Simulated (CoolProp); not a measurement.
1,2-dichloroethane at several states: density (kg/m³) from the reference equation and from simpler models built on Tc = 288.4 °C, pc = 52.26 bar, ω = 0.269; each cubic takes its own stable root.

Values from CoolProp's reference Helmholtz-energy equation of state, Thol 2015.

```json
[
 {"T (°C)": "-11.55", "p (bar)": "188", "phase": "liquid", "reference": "1311"},
 {"T (°C)": "214.15", "p (bar)": "2.45", "phase": "gas", "reference": "6.146"},
 {"T (°C)": "147.85", "p (bar)": "7.4", "phase": "liquid", "reference": "1045"},
 {"T (°C)": "166.05", "p (bar)": "0.135", "phase": "gas", "reference": "0.3666"},
 {"T (°C)": "74.35", "p (bar)": "12.6", "phase": "liquid", "reference": "1173"}
]
```

How far does each simpler model (van der Waals, Peng-Robinson) lie from the reference over these 5 states: mean and median of the absolute difference, and the worst?


- van der Waals: mean 36.5 %, median 41.6 %, worst -97.8 % at 147.85 °C and 7.4 bar
- Peng-Robinson: mean 1.2 %, median 1.3 %, worst -2.9 % at -11.55 °C and 188 bar

At some of these states van der Waals gives the other phase, because its saturation line lies elsewhere.
